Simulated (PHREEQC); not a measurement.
Solution (5 °C): 0.0085 mol HBr, 0.04 mol CuSO4 and 0.0031 mol CuCl2 per kg of water. Closed to the air; pH follows from the charge balance.

Equilibrium calculation in PHREEQC: ion-association model, phreeqc.dat.

**Question.** The ionic strength comes out as 0.110 mol/kgw. What activity coefficients do Cu+2, Cl-, Br-, HSO4-, CuCl+ get?

**Answer.** Cu+2 0.40, Cl- 0.77, Br- 0.75, HSO4- 0.78, CuCl+ 0.77.

No solid was allowed to form. Species that the database lacks are ignored. Away from 25 °C the constants follow the database's enthalpies or fits; those with neither stay at their 25 °C values.
